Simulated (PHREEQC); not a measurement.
Dissolve 0.14 mol/kgw CdCl2, 8.7e-05 mol/kgw KCl and 0.049 mol/kgw FeSO4 at 25 °C. Closed to the air; pH follows from the charge balance.

Computed with PHREEQC (ion-association model, wateq4f.dat).

```
Quantity                  Result
-----------------  -------------
pH                          5.44
ionic strength     0.282 mol/kgw
activity of water          0.994
```

```tsv
species	molality	activity	log γ
Cl-	0.145	0.0993	-0.164
CdCl+	0.0808	0.0594	-0.134
Fe+2	0.0362	0.0107	-0.529
SO4-2	0.0233	0.00599	-0.590
CdCl2	0.0230	0.0246	0.028
Cd+2	0.0215	0.00626	-0.535
```

No solid was allowed to form. Complexes and solids missing from the database can't appear.
